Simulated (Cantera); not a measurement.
Input (Python, Cantera):

```python
import numpy as np
import cantera as ct

gas = ct.Solution("gri30.yaml", transport_model="multicomponent")
show = ['N2', 'CH3', 'NO']

rows = []
print(f"{'T/K':>7s}{'rho':>11s}{'cp':>10s}{'mu':>11s}{'lambda':>11s}{'Pr':>7s}" + "".join(f"{'D_' + s:>11s}" for s in show))
for T in [400, 650, 900, 1150, 1400, 1650, 1900]:
    gas.TPX = T, 130000, {'O2': 0.93}
    Pr = gas.cp_mass * gas.viscosity / gas.thermal_conductivity
    D = [gas.mix_diff_coeffs_mole[gas.species_index(s)] for s in show]
    rows.append([gas.density, gas.cp_mass, gas.viscosity, gas.thermal_conductivity, Pr, *D])
    print(f"{T:7g}{gas.density:11.4e}{gas.cp_mass:10.1f}{gas.viscosity:11.4e}"
          f"{gas.thermal_conductivity:11.4e}{Pr:7.3f}" + "".join(f"{d:11.4e}" for d in D))
print("SI units: kg/m3, J/kg/K, Pa s, W/m/K, m2/s")
```

Result:

```
    T/K        rho        cp         mu     lambda     Pr       D_N2      D_CH3       D_NO
    400 1.2508e+00     941.4 2.5629e-05 3.3889e-02  0.712 2.6917e-05 2.9503e-05 2.6436e-05
    650 7.6969e-01    1017.4 3.5981e-05 5.1551e-02  0.710 6.1664e-05 6.8243e-05 6.0563e-05
    900 5.5589e-01    1073.7 4.4705e-05 6.7676e-02  0.709 1.0650e-04 1.1830e-04 1.0460e-04
   1150 4.3504e-01    1108.6 5.2496e-05 8.2135e-02  0.709 1.6029e-04 1.7836e-04 1.5742e-04
   1400 3.5736e-01    1134.2 5.9661e-05 9.5570e-02  0.708 2.2228e-04 2.4758e-04 2.1831e-04
   1650 3.0321e-01    1155.4 6.6364e-05 1.0835e-01  0.708 2.9194e-04 3.2534e-04 2.8673e-04
   1900 2.6332e-01    1174.1 7.2707e-05 1.2067e-01  0.707 3.6885e-04 4.1117e-04 3.6226e-04
SI units: kg/m3, J/kg/K, Pa s, W/m/K, m2/s
```

Detailed kinetics in Cantera: GRI-Mech 3.0 (53 species, 325 reactions).
